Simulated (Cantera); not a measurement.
An isothermal, constant-pressure homogeneous reactor starts with 35.8 % C3H8, 57.3 % H2, 6.81 % N2, at 1550 K and 0.353 Torr.

Cantera simulation using GRI-Mech 3.0 (53 species, 325 reactions); the numbers are that mechanism's predictions, not measurements. GRI-Mech 3.0 was tuned for natural gas; its chemistry of propane as a main component is partial and can be far from experiment. GRI-Mech 3.0 stops at C3 and has no aromatics, soot or wall deposition, so with more carbon than oxygen in the feed, carbon stays in small species such as C2H2 where larger ones or solid carbon would form. Radical loss at walls, strong at low pressure, is not modelled.

Task: Predict: x(C3H8) at 7.00 s; x(H2) at 7.00 s; x(CH2) at 7.00 s; x(CH4) at 7.00 s; x(H) at 7.00 s; x(CH3) at 7.00 s; x(C2H) at 7.00 s.

Result: 
```
Quantity                                              Value
-----------------  ----------------------------------------
x(C3H8) at 7.00 s    3.23e-9 (gas-phase equilibrium <1e-12)
x(H2) at 7.00 s         0.601 (gas-phase equilibrium 0.707)
x(CH2) at 7.00 s    4.43e-7 (gas-phase equilibrium 3.74e-9)
x(CH4) at 7.00 s      0.134 (gas-phase equilibrium 6.92e-5)
x(H) at 7.00 s     0.000324 (gas-phase equilibrium 0.00123)
x(CH3) at 7.00 s    0.00144 (gas-phase equilibrium 2.44e-6)
x(C2H) at 7.00 s    3.08e-7 (gas-phase equilibrium 1.07e-6)
```
